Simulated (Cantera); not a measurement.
Input (Python, Cantera) and output of one run.

```python
import numpy as np
import cantera as ct

gas_names = """
    AL ALH ALN ALO ALOH ALO2 ALO2H AL2 AL2O AL2O2 H HALO HNO HNO2 HNO3 HO2 H2 H2O H2O2 N NH NH2 NH3
    NH2OH NO NO2 NO3 N2 N2H2 N2H4 N2O O OH O2 O3
""".split()
cond_names = """
    AL(cr) AL(L) ALN(s) AL2O3(a) AL2O3(L) H2O(s) H2O(L)
""".split()


# ... load() reads the species with a 1 bar reference pressure and builds the phases ...
atoms = {
    'AlN': {'AL': 1, 'N': 1},
    'H2O': {'H': 2, 'O': 1},
    'N2': {'N': 2},
}
top_T = {'ALN(s)': 2750}  # K; cautious upper limits of use, not melting points


# ... equilibrate(T, P, feed) seeds the gas with the atoms and calls Mixture.equilibrate('TP', solver="vcs", rtol=1e-11, max_steps=5000) ...
results = []
feed = {'AlN': 1, 'H2O': 12, 'N2': 0.9}  # mol
T = 1998  # K
P = 1333.22  # Pa
mix = equilibrate(T, P, feed)
results.append((T, P, feed, dict(zip(mix.species_names, mix.species_moles))))
x = sorted(zip(gas.X, gas.species_names), reverse=True)
print(f"T = {T:g} K  P = {P:g} Pa  gas = {mix.phase_moles(0):.4g} mol")
print("   x: " + "  ".join(f"{s} {v:.3e}" for v, s in x if v > 0.0001))
print("   condensed (mol): " + ("  ".join(f"{mix.phase(i).name} {mix.phase_moles(i):.4g}"
      for i in range(1, mix.n_phases) if mix.phase_moles(i) > 1e-12) or "none"))
```

Result:

```
T = 1998 K  P = 1333.22 Pa  gas = 13.46 mol
   x: H2O 7.762e-01  H2 1.115e-01  N2 1.040e-01  H 4.640e-03  OH 3.213e-03  O2 2.934e-04  NO 1.034e-04
   condensed (mol): AL2O3(a) 0.5
```

Equilibrium computed with Cantera from the NASA thermochemical tables; the gas is ideal and each condensed phase is pure. Gases not in the tables: Al(OH)3.
